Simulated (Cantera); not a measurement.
A perfectly stirred reactor is fed with C2H4 : H2 = 1 : 5.6 (molar parts), at 20.0 Torr; it is held at 1650 K, and followed from long to short residence time.

Detailed kinetics in Cantera: GRI-Mech 3.0 (53 species, 325 reactions). GRI-Mech 3.0 was tuned for natural gas; its chemistry of ethylene as a main component is partial and can be far from experiment. GRI-Mech 3.0 stops at C3 and has no aromatics, soot or wall deposition, so with more carbon than oxygen in the feed, carbon stays in small species such as C2H2 where larger ones or solid carbon would form. Radical loss at walls, strong at low pressure, is not modelled.

x: mole fraction; the columns are a selection and need not sum to one.

```csv
τ (s),x C2H4,x H2,x C2H,x C2H6,x CH4,x CH3,x CH2
8.8,0.000310,0.868,3.07e-7,1.09e-8,0.000656,7.15e-6,…
3.2,0.000519,0.868,2.52e-7,1.53e-8,0.000338,3.03e-6,…
1.2,0.00135,0.868,1.65e-7,3.33e-8,0.000193,1.14e-6,5.69e-10
0.43,0.00524,0.868,8.48e-8,8.90e-8,0.000125,3.97e-7,5.61e-10
0.16,0.0181,0.866,4.29e-8,2.00e-7,8.48e-5,1.63e-7,9.76e-10
0.057,0.0493,0.862,2.06e-8,3.64e-7,5.02e-5,8.07e-8,…
0.021,0.0910,0.856,8.65e-9,4.84e-7,2.35e-5,5.17e-8,…
0.0077,0.125,0.852,2.55e-9,4.30e-7,7.45e-6,3.27e-8,…
0.0028,0.142,0.850,4.50e-10,2.20e-7,1.35e-6,1.47e-8,…
0.0010,0.148,0.849,5.69e-11,7.11e-8,1.54e-7,4.58e-9,4.22e-10
```

### Question
Some entries are withheld; supply them.

### Answer

- 8.8, x CH2: 3.87e-9
- 3.2, x CH2: 1.45e-9
- 0.057, x CH2: 1.64e-9
- 0.021, x CH2: 2.15e-9
- 0.0077, x CH2: 1.96e-9
- 0.0028, x CH2: 1.10e-9
